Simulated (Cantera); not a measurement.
Low-pressure radical oxidation in H2/O2

A perfectly stirred reactor is fed with 1.12 % H₂, 65.9 % O₂, 33.0 % N₂, equivalence ratio 0.0085, at 0.0133 bar; it is held at 1400 K, and followed from long to short residence time.

Model: GRI-Mech 3.0 (53 species, 325 reactions), integrated in Cantera. Radical loss at walls, strong at low pressure, is not modelled.

| τ (s) | x H₂ | x O₂ | x N₂O | x H₂O₂ | x HO₂ | x O | x NO |
|---|---|---|---|---|---|---|---|
| 7.0 | 1.38e-5 | 0.656 | 1.22e-8 | 4.72e-9 | 1.49e-7 | 0.00121 | 3.09e-7 |
| 3.0 | 2.25e-5 | 0.655 | 1.15e-8 | 6.08e-9 | 2.01e-7 | 0.00199 | 2.29e-7 |
| 1.2 | 3.71e-5 | 0.654 | 1.07e-8 | 7.61e-9 | 2.67e-7 | 0.00326 | 1.66e-7 |
| 0.53 | 5.63e-5 | 0.653 | 9.92e-9 | 8.88e-9 | 3.26e-7 | 0.00472 | 1.22e-7 |
| 0.22 | 8.62e-5 | 0.651 | 9.01e-9 | 1.00e-8 | 3.82e-7 | 0.00637 | 8.05e-8 |
| 0.094 | 0.000133 | 0.650 | 7.93e-9 | 1.10e-8 | 4.25e-7 | 0.00766 | 4.70e-8 |
| 0.039 | 0.000227 | 0.650 | 6.40e-9 | 1.22e-8 | 4.62e-7 | 0.00842 | 2.33e-8 |
| 0.017 | 0.000415 | 0.649 | 4.52e-9 | 1.39e-8 | 5.00e-7 | 0.00858 | 1.08e-8 |
| 0.0070 | 0.000852 | 0.650 | 2.53e-9 | 1.69e-8 | 5.50e-7 | 0.00819 | 4.44e-9 |
x: mole fraction; the columns are a selection and need not sum to one.
